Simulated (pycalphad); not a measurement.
CALPHAD calculation (pycalphad, COST 507 light-alloy database (1999)), 1 atm. The database dates from 1999; later assessments differ in places, in temperatures and in the compounds included. Phase fractions are per mole of atoms.

Task: Give the equilibrium state of Al-8.243Si-19.52Fe (wt.%) at 327 °C.

Result: ALFESI_BETA, fraction 0.477, with 13.4 Si, 26.6 Fe wt.%; FCC_A1, fraction 0.345, with 0.03 Si, <0.01 Fe wt.%; ALFESI_ALPHA, fraction 0.178, with 8.1 Si, 32.6 Fe wt.%.

Task: Give the equilibrium state of Al-8.243Si-19.52Fe (wt.%) at 927 °C.

Result: LIQUID, fraction 0.902, with 9.1 Si, 17.1 Fe wt.%; AL13FE4, fraction 0.098, with 1.6 Si, 39.6 Fe wt.%.

Database names, with the compositions (at.%) that they take in these runs: AL13FE4: Al 74 Fe 24 Si 1; ALFESI_ALPHA: Al 71-73 Fe 19 Si 8-10; ALFESI_BETA: Al 70 Si 15 Fe 15. FCC_A1 is fcc.
